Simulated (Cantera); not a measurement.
## Pyrogenic steam for wet oxidation

An isothermal, constant-pressure homogeneous reactor starts with 36.0 % H₂, 20.0 % O₂, 44.0 % N₂, equivalence ratio 0.90, at 850 K and 0.410 bar.

Cantera simulation using the H2/O2 subset of GRI-Mech 3.0, which has no nitrogen chemistry; the numbers are that mechanism's predictions, not measurements. Below about 950 K walls govern HO2 and H2O2 in real vessels. The temperature is held fixed by assumption; the heat of reaction is taken as removed at once.

```tsv
t (s)	x H₂	x O₂	x H₂O₂	x O	x H
5.00e-5	0.360	0.200	<1e-12	<1e-12	5.12e-12
0.000195	0.360	0.200	<1e-12	<1e-12	9.31e-12
0.000758	0.360	0.200	2.08e-12	<1e-12	1.02e-11
0.00295	0.360	0.200	3.52e-11	<1e-12	1.12e-11
0.0115	0.360	0.200	5.81e-10	1.38e-12	1.60e-11
0.0447	0.360	0.200	1.16e-8	4.09e-12	4.76e-11
0.174	0.360	0.200	7.76e-7	8.56e-11	9.96e-10
0.678	0.360	0.200	9.36e-5	1.94e-9	2.25e-8
2.64	0.347	0.193	0.00109	1.23e-8	1.46e-7
10.3	0.288	0.164	0.00108	7.11e-9	8.24e-8
40.0	0.145	0.0949	0.000577	4.18e-9	4.28e-8
```
x: mole fraction; the columns are a selection and need not sum to one.

Equilibrium at this temperature and pressure: H₂ 2.03e-12, O₂ 0.0244, H₂O₂ 1.30e-11, O <1e-12, H <1e-12 (gas phase only).
